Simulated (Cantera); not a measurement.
Standard-state values (1 bar) from the NASA 1993 polynomials, evaluated with Cantera. Values are per mole of reaction as written; species without (g) are pure solids or liquids, kept so even where they would boil at 1 bar.

3 CuF2 + 2 NH3(g) → 3 H2(g) + 3 Cu + 2 NF3(g), with ΔH° = 1445.2 kJ and ΔS° = 395.2 J/K at 300 K.

Task: How far is the shortcut ΔG° ≈ ΔH°(300 K) − T·ΔS°(300 K) from the full temperature-dependent value at 1723, 1748, 1773, 1798, 1823, 1848, 1873, 1898, 1923, 1948 K?

Result: 
```csv
T (K),shortcut (kJ),full (kJ),difference (kJ),difference in log10 K,condensed phases
1723,764.2,884.1,-119.9,3.63,"CuF2(l), Cu(l)"
1748,754.3,878.8,-124.4,3.72,"CuF2(l), Cu(l)"
1773,744.5,873.5,-129.0,3.80,"CuF2(l), Cu(l)"
1798,734.6,868.2,-133.6,3.88,"CuF2(l), Cu(l)"
1823,724.7,862.9,-138.2,3.96,"CuF2(l), Cu(l)"
1848,714.8,857.7,-142.9,4.04,"CuF2(l), Cu(l)"
1873,704.9,852.5,-147.6,4.12,"CuF2(l), Cu(l)"
1898,695.1,847.3,-152.3,4.19,"CuF2(l), Cu(l)"
1923,685.2,842.2,-157.0,4.26,"CuF2(l), Cu(l)"
1948,675.3,837.0,-161.8,4.34,"CuF2(l), Cu(l)"
```
The shortcut ignores heat capacities and the phase changes listed.
